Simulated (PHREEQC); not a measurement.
A made-up water analysis in mg/kgw, 10 °C, pH 6.38, pe 12.9: Na 173; K 12.8; Ca 112; Mg 15.2; Cl 55.7; S(6) as SO4 141; Alkalinity as HCO3 645; Sr 3.54; Cd 0.342.

Na is adjusted to close the charge balance.
Valence states are taken as typed.

All values are PHREEQC results (ion-association model, phreeqc.dat), not measurements.

**Question.** The ionic strength comes out as 0.0187 mol/kgw. What activity coefficients do CaHCO3+, K+, NaSO4-, CO3-2, SO4-2 get?

**Answer.** CaHCO3+ 0.88, K+ 0.87, NaSO4- 0.88, CO3-2 0.60, SO4-2 0.60.

No solid was allowed to form. Examples of supersaturated solids here: Otavite. Others may be too. At this temperature some constants are extrapolated from 25 °C, and those without enthalpy data are left unchanged. The database's cadmium carbonate complexes are estimates of doubtful size.
